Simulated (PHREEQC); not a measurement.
A solution holds 39 mmol/kgw KHCO3 and 3.4 mmol/kgw KOH, at 20 °C. Closed to the air; pH follows from the charge balance.

The numbers come from PHREEQC with the ion-association model, phreeqc.dat.

Precipitation was switched off in this run.

Q: Order these C species by the share of C that they hold, largest first: HCO3-, CO3-2, CO2.

A: HCO3- (91 %), CO3-2 (8.8 %), CO2 (0.14 %)

The pH is 9.13 and the ionic strength 0.0458 mol/kgw.
